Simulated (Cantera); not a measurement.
Feed: 1 mol CCl4, 0.38 mol CH4, 13 mol H2, equilibrated at 2923.15 K and 0.180 bar.

Cantera equilibrium calculation (NASA polynomials, part measured and part estimated; ideal gas, pure solids and liquids). Candidate condensed phases: C, C6H6, C7H8, C8H18; 91 gas species. The numbers say what is thermodynamically allowed, not how fast it happens.

Question: What is the equilibrium state?

Answer: 
```
Property                Result
-------------------  ---------
x(H2)                    0.536
x(H)                     0.214
x(HCl)                   0.173
x(Cl)                   0.0472
x(C2H2 (acetylene))     0.0265
x(C2H)                 0.00162
x(C3)                 0.000747
x(C4H2)               0.000547
x(C2HCl)              0.000176
n(C(graphite))       0.259 mol
gas amount           18.16 mol
```
